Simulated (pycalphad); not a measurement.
All values are pycalphad results on the COST 507 light-alloy database (1999) (1 atm), not direct measurements. The database dates from 1999; later assessments differ in places, in temperatures and in the compounds included.

Molar enthalpy of Al-66.67Si (at.%) in equilibrium (SER reference):

```json
[
 {"T (°C)": "2077", "H (kJ/mol)": "91.92", "phases": "LIQUID"},
 {"T (°C)": "1977", "H (kJ/mol)": "89.05", "phases": "LIQUID"},
 {"T (°C)": "1877", "H (kJ/mol)": "86.18", "phases": "LIQUID"},
 {"T (°C)": "1777", "H (kJ/mol)": "83.31", "phases": "LIQUID"},
 {"T (°C)": "1677", "H (kJ/mol)": "80.44", "phases": "LIQUID"},
 {"T (°C)": "1577", "H (kJ/mol)": "77.57", "phases": "LIQUID"},
 {"T (°C)": "1477", "H (kJ/mol)": "74.70", "phases": "LIQUID"},
 {"T (°C)": "1377", "H (kJ/mol)": "71.82", "phases": "LIQUID"},
 {"T (°C)": "1277", "H (kJ/mol)": "68.94", "phases": "LIQUID"},
 {"T (°C)": "1177", "H (kJ/mol)": "60.02", "phases": "LIQUID + DIAMOND_A4"},
 {"T (°C)": "1077", "H (kJ/mol)": "47.56", "phases": "LIQUID + DIAMOND_A4"},
 {"T (°C)": "977", "H (kJ/mol)": "39.34", "phases": "LIQUID + DIAMOND_A4"},
 {"T (°C)": "877", "H (kJ/mol)": "33.04", "phases": "LIQUID + DIAMOND_A4"},
 {"T (°C)": "777", "H (kJ/mol)": "27.81", "phases": "DIAMOND_A4 + LIQUID"},
 {"T (°C)": "677", "H (kJ/mol)": "23.27", "phases": "DIAMOND_A4 + LIQUID"},
 {"T (°C)": "577", "H (kJ/mol)": "14.07", "phases": "DIAMOND_A4 + FCC_A1"},
 {"T (°C)": "477", "H (kJ/mol)": "11.20", "phases": "DIAMOND_A4 + FCC_A1"},
 {"T (°C)": "377", "H (kJ/mol)": "8.51", "phases": "DIAMOND_A4 + FCC_A1"},
 {"T (°C)": "277", "H (kJ/mol)": "5.94", "phases": "DIAMOND_A4 + FCC_A1"}
]
```

Cooling from 1277 °C to 577 °C, across the freezing range, releases 54.9 kJ/mol, or 1980 J/g. The slope is 29 J/(mol K) in the liquid and 29 J/(mol K) just below the solidus, where it includes any heat of precipitation. Liquidus 1215 °C, solidus 577 °C. Changes were sought between steps of 100 K, so a narrower field can be missed.

FCC_A1 is fcc; DIAMOND_A4 is diamond (Si).
